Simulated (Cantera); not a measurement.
A closed system holds: 1 mol Si3N4, 0.21 mol Si, 0.36 mol N2, equilibrated at 1275 °C.

These are equilibrium values from Cantera (NASA tables, ideal gas, pure condensed phases), not measurements of a reactor. Candidate condensed phases: Si, Si3N4; 7 gas species. The numbers say what is thermodynamically allowed, not how fast it happens.

Question: Which condensed phases are stable at each of these points (P (Pa)): 1, 7.20, 52, 370, 2700, 19000, 140000, 1000000?

Answer: 
```
P (Pa)   condensed phases  Si condensed (%)
-------  ----------------  ----------------
1                   Si(s)              99.8
7.20                Si(s)             100.0
52               Si3N4(s)             100.0
370              Si3N4(s)             100.0
2700             Si3N4(s)             100.0
19000            Si3N4(s)             100.0
140000           Si3N4(s)             100.0
1000000          Si3N4(s)             100.0
```

From 1.00 Pa to 7.20 Pa the condensed part is Si(s). From 52.0 Pa to 10.0 bar the condensed part is Si3N4(s).
